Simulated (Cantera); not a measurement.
An isothermal, constant-pressure homogeneous reactor starts with H₂ : O₂ : N₂ : H₂O = 1.8 : 1 : 7 : 0.12 (molar parts), equivalence ratio 0.90, at 1048 K and 100.0 Torr.

Model: GRI-Mech 3.0 (53 species, 325 reactions), integrated in Cantera. Radical loss at walls, strong at low pressure, is not modelled. The temperature is held fixed by assumption; the heat of reaction is taken as removed at once.

One state of this run: x H₂ = 3.35e-6; x O₂ = 0.0111; x NO = 3.76e-6; x H₂O₂ = 3.39e-8; x H = 4.31e-8; x OH = 1.14e-5; x O = 2.26e-7. x: mole fraction; the columns are a selection and need not sum to one.

Which value of t (s) does it belong to?
A. 0.00894
B. 0.299
C. 0.0517
D. 10.0

B, 0.299
